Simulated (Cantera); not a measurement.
An adiabatic, constant-volume homogeneous reactor starts with CH3OH : O2 : N2 = 0.41 : 2.27 : 10.9 (molar parts), equivalence ratio 0.27, at 1673 K and 500000 Pa.

Cantera simulation using GRI-Mech 3.0 (53 species, 325 reactions); the numbers are that mechanism's predictions, not measurements. GRI-Mech 3.0 was tuned for natural gas; its chemistry of methanol as a main component is partial and can be far from experiment.

One state of this run: T (K) = 2317; P (bar) = 7.05; x CH3OH = <1e-12; x O2 = 0.119; x NO = 5.02e-5; x CH4 = <1e-12; x H2O2 = 2.48e-7; x NO2 = 1.34e-7. x: mole fraction; the columns are a selection and need not sum to one.

Problem. Which value of t (s) does it belong to?
(A) 6.30e-6
(B) 0.00615
(C) 0.0194
(D) 6.25e-5

Solution. D, 6.25e-5
